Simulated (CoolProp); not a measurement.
Vapour-liquid equilibrium of propane (1) + R134a (2) at 16.5 bar; x and y are mole fractions of (1).

Computed with CoolProp (multi-fluid Helmholtz-energy mixture model, Lemmon 2009 and Tillner-Roth 1994; pair parameters Bell 2016).

Problem. Give the bubble temperature and the first vapour's composition at x = 0.2, 0.35, 0.5. Is there an azeotrope?

Solution. x = 0.2: 44.7 °C, y = 0.357; x = 0.35: 40.5 °C, y = 0.476; x = 0.5: 38.8 °C, y = 0.556. y crosses x between x = 0.5 and 0.65: the model has an azeotrope there.

The pair parameters rest on a limited set of measurements; away from them the model extrapolates. With so large a gap from Raoult's law the liquid may split in two, which this calculation doesn't test in full.
